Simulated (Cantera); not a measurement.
Input: 1 mol CHF3, 0.055 mol F2, held at 4.10 mbar.

These are equilibrium values from Cantera (NASA tables, ideal gas, pure condensed phases), not measurements of a reactor. Candidate condensed phases: C, C6H6, C7H8, C8H18; 95 gas species. The numbers say what is thermodynamically allowed, not how fast it happens.

**Question.** At 2275 °C, list the 6 most abundant gas species with their mole fractions, and the condensed phases.

**Answer.** F 0.532, HF 0.352, CF2 0.0948, CF 0.0201, CF3 0.000415, H 0.000365. Condensed: C(graphite).
